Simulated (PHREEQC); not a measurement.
Make-up at 80 °C: 0.0022 mol/kgw CuCl2 and 1.9e-05 mol/kgw HBF4. Closed to the air; pH follows from the charge balance.

The numbers come from PHREEQC with the ion-association model, phreeqc.dat.

No solid was allowed to form.

Order these F species by the share of F that they hold, largest first: CuF+, HF, F-.

F- (77 %), HF (20 %), CuF+ (3.1 %)

The pH is 4.20 and the ionic strength 0.00634 mol/kgw. Constants without temperature data keep their 25 °C values here. Real BF4- forms and hydrolyses slowly; the run takes it at equilibrium.
